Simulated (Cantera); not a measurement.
A freely propagating, adiabatic, planar premixed flame of CH₃OH : O₂ : N₂ : H₂O = 1 : 1 : 3.2 : 0.2 (molar parts), equivalence ratio 1.5, unburnt at 625 K and 4.00 bar; mixture-averaged transport, grid criteria slope 0.08 and curve 0.16, no radiation.

Detailed kinetics in Cantera: GRI-Mech 3.0 (53 species, 325 reactions). GRI-Mech 3.0 was tuned for natural gas; its chemistry of methanol as a main component is partial and can be far from experiment. Burning velocities carry a grid error of a few per cent, more on coarse grids.

Problem. Predict: laminar burning velocity; thermal thickness; peak x(C₂H₆).

Solution. 
```json
{
 "laminar_burning_velocity": "134 cm/s",
 "thermal_thickness": "0.0656 mm",
 "peak x(C₂H₆)": "2.30e-6"
}
```
